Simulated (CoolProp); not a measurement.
Vapour pressure (MPa) of hydrogen chloride: the reference equation beside estimates from Tc = 324.7 K, pc = 8.314 MPa, ω = 0.130. Clausius-Clapeyron is anchored at 233.1 K with a constant enthalpy of vaporisation of 14.11 kJ/mol.

Values from CoolProp's reference Helmholtz-energy equation of state, Thol 2018.

```
T (K)  reference  Lee-Kesler  Clausius-Clapeyron  van der Waals  Redlich-Kwong  Soave-Redlich-Kwong  Peng-Robinson
-----  ---------  ----------  ------------------  -------------  -------------  -------------------  -------------
219.8     0.4609      0.4577              0.4921          1.402         0.5446               0.4574         0.4586
224.2     0.5487      0.5470              0.5726          1.554         0.6473               0.5467         0.5469
228.7     0.6511      0.6513              0.6645          1.720         0.7661               0.6512         0.6500
233.1     0.7644      0.7668              0.7644          1.894         0.8968               0.7671         0.7644
237.6     0.8951      0.9001              0.8774          2.082          1.046               0.9011         0.8964
242        1.038       1.046              0.9991          2.278          1.208                1.048          1.041
246.5      1.202       1.213               1.136          2.491          1.392                1.216          1.207
250.9      1.379       1.393               1.281          2.710          1.590                1.399          1.387
255.4      1.580       1.598               1.443          2.947          1.811                1.606          1.591
259.8      1.797       1.818               1.615          3.190          2.048                1.830          1.811
264.3      2.040       2.064               1.805          3.452          2.311                2.081          2.059
268.7      2.301       2.328               2.005          3.721          2.589                2.350          2.325
273.2      2.593       2.623               2.225          4.009          2.897                2.650          2.621
277.6      2.903       2.936               2.455          4.304          3.221                2.969          2.937
282.1      3.249       3.283               2.707          4.620          3.577                3.323          3.289
```

Absolute difference from the reference over all 15 rows, mean and median: Lee-Kesler 0.8 and 1.0 %, Clausius-Clapeyron 8.1 and 7.1 %, van der Waals 106.3 and 96.5 %, Redlich-Kwong 14.8 and 15.3 %, Soave-Redlich-Kwong 1.3 and 1.5 %, Peng-Robinson 0.6 and 0.6 %.
